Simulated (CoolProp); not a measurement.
Model: reference Helmholtz-energy equation of state, Pan 2012, in CoolProp.

For R236FA, give the phase and the isothermal compressibility (1/MPa), expansivity (1/kK) at 370.9 K and 2680 kPa.


- 370.9 K and 2680 kPa: liquid; isothermal compressibility 0.0251, expansivity 6.38
